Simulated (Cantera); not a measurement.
Cantera run:

```python
import numpy as np
import cantera as ct

gas_names = [...]  # 87 gases of nasa_gas.yaml made of C, H, Si
cond_names = """
    C(gr) C6H6(L) C7H8(L) C8H18(L),n-octa Si(cr) Si(L) SiC(b)
""".split()


# ... load() reads the species with a 1 bar reference pressure and builds the phases ...
atoms = {
    'SiH4': {'Si': 1, 'H': 4},
    'C2H2': {'C': 2, 'H': 2},
    'H2': {'H': 2},
    'C3H8': {'C': 3, 'H': 8},
}
top_T = {'C(gr)': 4500, 'SiC(b)': 3050}  # K; cautious upper limits of use, not melting points


# ... equilibrate(T, P, feed) seeds the gas with the atoms and calls Mixture.equilibrate('TP', solver="vcs", rtol=1e-11, max_steps=5000) ...
results = []
feed = {'SiH4': 1, 'C2H2': 0.15, 'H2': 44, 'C3H8': 0.86}  # mol
T = 2425  # K
P = 270  # Pa
mix = equilibrate(T, P, feed)
results.append((T, P, feed, dict(zip(mix.species_names, mix.species_moles))))
print(gas.report(threshold=0.001))
for i in range(1, mix.n_phases):
    print(f"{mix.phase(i).name:16s} {mix.phase_moles(i):12.5e} mol")
```

Output:

```
       temperature   2425 K
          pressure   270 Pa
           density   3.1802e-05 kg/m^3
  mean mol. weight   2.3749 kg/kmol
   phase of matter   gas

                          1 kg             1 kmol
                     ---------------   ---------------
          enthalpy        5.6098e+07        1.3322e+08  J
   internal energy        4.7608e+07        1.1306e+08  J
           entropy        1.0161e+05        2.4131e+05  J/K
    Gibbs function       -1.9031e+08       -4.5195e+08  J
 heat capacity c_p             13252             31471  J/K
 heat capacity c_v            9750.7             23157  J/K

                      mass frac. Y      mole frac. X     chem. pot. / RT
                     ---------------   ---------------   ---------------
    C2H2,acetylene          0.059169         0.0053967           -32.781
                 H           0.12154           0.28636           -13.198
                H2           0.58674           0.69118           -26.395
                Si           0.16178           0.01368           -11.222
              SiC2          0.062279         0.0028385           -17.607
     [  +82 minor]         0.0084879        0.00054636

C(gr)             1.86824e+00 mol
Si(L)             0.00000e+00 mol
SiC(b)            0.00000e+00 mol
```

These are equilibrium values from Cantera (NASA tables, ideal gas, pure condensed phases), not measurements of a reactor.
